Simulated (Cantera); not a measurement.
Mixture: 44.4 % H₂, 11.7 % O₂, 43.9 % N₂, equivalence ratio 1.9, at 101000 Pa, adiabatic and at constant volume. Ignition delay is the time to a rise of 400 K.

Cantera simulation using the H2/O2 subset of GRI-Mech 3.0, which has no nitrogen chemistry; the numbers are that mechanism's predictions, not measurements. Where the delays flatten at high temperature, the 400 K rule measures the pace of heat release, not the induction time.

Predict: delay at 1223 K; delay at 1323 K; delay at 1423 K; delay at 1523 K.


```json
{
  "delay at 1223 K": "43.1 µs",
  "delay at 1323 K": "27.3 µs",
  "delay at 1423 K": "19.2 µs",
  "delay at 1523 K": "14.9 µs"
}
```
